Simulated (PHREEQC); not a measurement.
3.6 g of hydrous ferric oxide (600 m²/g; 0.2 weak and 0.005 strong sites per Fe, Dzombak-Morel constants, diffuse double layer) in 1 kg of water with 0.3 mol/kgw of an inert sodium salt and 0.0022 mol/kgw CuSO4, at 25 °C; the pH is set by adding NaOH or the inert anion's acid. Oxygen alone is held at its pressure in air (log pO2 = -0.68). The system is closed to CO2. Nothing may precipitate in this run.

Computed with PHREEQC (ion-association model, wateq4f.dat).

Q: Predict Cu sorbed (%), surface charge σ (C/m²), surface potential ψ (mV) at pH = 3, 9, 9.67, 11.

A: 
| pH | Cu sorbed (%) | surface charge σ (C/m²) | surface potential ψ (mV) |
|---|---|---|---|
| 3 | 0.3 | 0.203 | 95 |
| 9 | 99.9 | -0.014 | -11 |
| 9.67 | 99.8 | -0.052 | -37 |
| 11 | 97.6 | -0.138 | -77 |

Along this series the solution becomes supersaturated in solids that the run did not let form, among them Cu(OH)2. The database's constant for dissolved Cu(OH)2 is higher than later reviews accept. The oxide is taken as insoluble; below pH 4 it would dissolve.
